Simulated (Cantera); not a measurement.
Input: 1 mol SiH4, 0.28 mol H2O, 18 mol H2, equilibrated at 1623.15 K and 0.133 bar.

These are equilibrium values from Cantera (NASA tables, ideal gas, pure condensed phases), not measurements of a reactor. Candidate condensed phases: H2O, Si, SiO2; 18 gas species. Kinetics and transport are ignored.

Base state: H2 0.986, SiO 0.0136, H 0.000188 (mole fractions); condensed: Si(s).

**Question.** What changes in the equilibrium state with this change: SiH4 replaced by SiH2Cl2?

**Answer.** 
```
species     before     after
----------  ------  --------
H2           0.986     0.906
HCl              0    0.0639
SiCl2            0    0.0158
SiO         0.0136    0.0136
SiCl3            0  0.000465
SiHCl3           0   7.01e-5
SiCl4            0   3.19e-5
SiH2Cl2          0   2.60e-5
Si(s), mol   0.720     0.383
```
The tables' values for SiCl3 are old estimates; treat these amounts as uncertain.
